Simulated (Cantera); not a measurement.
## Stirred combustor or abatement burner

A perfectly stirred reactor is fed with CH₄ : C₂H₆ : C₃H₈ : O₂ : N₂ : H₂O = 1 : 0.74 : 0.18 : 7.42 : 56.4 : 7.4 (molar parts), at 1.00 bar; it is adiabatic with a 725 K inlet, and is followed from long to short residence time, starting on the burning branch (τ in s: 0.49, 0.16, 0.054, 0.018, 0.0061, 0.002, 0.00067, 0.00022, 7.5e-05, 2.5e-05, 8.4e-06).

Computed with Cantera and GRI-Mech 3.0 (53 species, 325 reactions).

```json
[
 {"τ (s)": "0.49", "T (K)": "1562", "x CH₄": "2.34e-6", "x C₂H₆": "3.89e-7", "x C₃H₈": "9.84e-8", "x O": "2.21e-5", "x CO₂": "0.0408"},
 {"τ (s)": "0.16", "T (K)": "1559", "x CH₄": "4.67e-6", "x C₂H₆": "8.30e-7", "x C₃H₈": "2.14e-7", "x O": "4.47e-5", "x CO₂": "0.0407"},
 {"τ (s)": "0.054", "T (K)": "1555", "x CH₄": "9.32e-6", "x C₂H₆": "1.71e-6", "x C₃H₈": "4.43e-7", "x O": "8.80e-5", "x CO₂": "0.0404"},
 {"τ (s)": "0.018", "T (K)": "1545", "x CH₄": "1.94e-5", "x C₂H₆": "3.57e-6", "x C₃H₈": "9.08e-7", "x O": "0.000169", "x CO₂": "0.0398"},
 {"τ (s)": "0.0061", "T (K)": "1529", "x CH₄": "4.26e-5", "x C₂H₆": "7.60e-6", "x C₃H₈": "1.87e-6", "x O": "0.000299", "x CO₂": "0.0385"},
 {"τ (s)": "0.0020", "T (K)": "1496", "x CH₄": "0.000111", "x C₂H₆": "1.85e-5", "x C₃H₈": "4.31e-6", "x O": "0.000465", "x CO₂": "0.0357"},
 {"τ (s)": "0.00067", "T (K)": "725", "x CH₄": "0.0137", "x C₂H₆": "0.0101", "x C₃H₈": "0.00246", "x O": "<1e-12", "x CO₂": "<1e-12"},
 {"τ (s)": "0.00022", "T (K)": "725", "x CH₄": "0.0137", "x C₂H₆": "0.0101", "x C₃H₈": "0.00246", "x O": "<1e-12", "x CO₂": "<1e-12"},
 {"τ (s)": "7.5e-5", "T (K)": "725", "x CH₄": "0.0137", "x C₂H₆": "0.0101", "x C₃H₈": "0.00246", "x O": "<1e-12", "x CO₂": "<1e-12"},
 {"τ (s)": "2.5e-5", "T (K)": "725", "x CH₄": "0.0137", "x C₂H₆": "0.0101", "x C₃H₈": "0.00246", "x O": "<1e-12", "x CO₂": "<1e-12"},
 {"τ (s)": "8.4e-6", "T (K)": "725", "x CH₄": "0.0137", "x C₂H₆": "0.0101", "x C₃H₈": "0.00246", "x O": "<1e-12", "x CO₂": "<1e-12"}
]
```
x: mole fraction; the columns are a selection and need not sum to one.
